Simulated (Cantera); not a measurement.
## Catalytic combustion on Pt

An isothermal plug-flow reactor at 1200 K and 100000 Pa (inlet), inlet velocity 3.9 m/s, active area per volume 630 1/m; feed CH4 : O2 : N2 = 0.018 : 0.013 : 0.79 (molar parts), equivalence ratio 2.8.

Detailed kinetics in Cantera: Deutschmann's 1995 Pt surface mechanism with GRI-Mech 3.0 gas chemistry. Catalytic surfaces can have several steady states; this one follows from the mechanism file's or the stated starting coverage. Mass transfer to the wall is taken as infinitely fast.

| z (m) | x CH4 | x O2 | x H2O | x CO2 | x CO | θ free Pt | θ H* | θ O* | θ CO* | θ C* |
|---|---|---|---|---|---|---|---|---|---|---|
| 0.0001 | 0.0214 | 0.0149 | 0.000949 | 0.000417 | 5.74e-5 | 0.718 | 4.31e-6 | 0.281 | 0.000147 | 2.25e-6 |
| 0.0002 | 0.0209 | 0.0138 | 0.00210 | 0.000962 | 8.83e-5 | 0.835 | 9.62e-6 | 0.164 | 0.000324 | 5.31e-6 |
| 0.00038 | 0.0192 | 0.0109 | 0.00543 | 0.00180 | 0.000919 | 0.991 | 0.000149 | 0.00387 | 0.00449 | 0.000307 |
| 0.00074 | 0.0161 | 0.00660 | 0.0107 | 0.00193 | 0.00385 | 0.959 | 0.00144 | 3.95e-5 | 0.0161 | 0.0234 |
| 0.0014 | 0.0121 | 0.00295 | 0.0140 | 0.00195 | 0.00769 | 0.881 | 0.00276 | 6.46e-6 | 0.0267 | 0.0891 |
| 0.0028 | 0.00771 | 0.000763 | 0.0139 | 0.00195 | 0.0120 | 0.771 | 0.00392 | 1.39e-6 | 0.0316 | 0.193 |
| 0.0053 | 0.00407 | 0.000107 | 0.0115 | 0.00194 | 0.0155 | 0.738 | 0.00484 | 5.83e-7 | 0.0373 | 0.220 |
| 0.01 | 0.00103 | 1.68e-6 | 0.00858 | 0.00194 | 0.0184 | 0.850 | 0.00602 | 5.22e-7 | 0.0586 | 0.0857 |
x: gas mole fraction; θ: surface coverage.
